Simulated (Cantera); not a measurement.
## Diamond growth

A diamond (100) surface in a fixed gas of H2 with x(CH4) = 0.009, x(H) = 0.0043, x(CH3) = 0.00046, at 1350 K; coverages are run to steady state.

Detailed kinetics in Cantera: the Harris–Goodwin 1993 mechanism for the reconstructed diamond (100) surface.

```tsv
P (Pa)	growth (µm/h)	θ c6HH	θ c6H*	θ c6*H	θ c6**	θ c6HM
310	0.0914	0.365	0.0540	0.532	0.0484	2.02e-5
530	0.213	0.365	0.0540	0.532	0.0482	3.69e-5
910	0.469	0.365	0.0539	0.532	0.0480	6.72e-5
1600	1.01	0.365	0.0539	0.532	0.0479	0.000124
2700	1.96	0.365	0.0539	0.532	0.0478	0.000216
4600	3.82	0.365	0.0539	0.531	0.0477	0.000373
7900	7.56	0.365	0.0539	0.531	0.0476	0.000640
14000	16.0	0.364	0.0539	0.530	0.0476	0.00111
```
θ: site fractions in the mechanism's names (c6HH fully hydrogenated, c6H* and c6*H radical sites, c6** diradical, c6HM methylated).
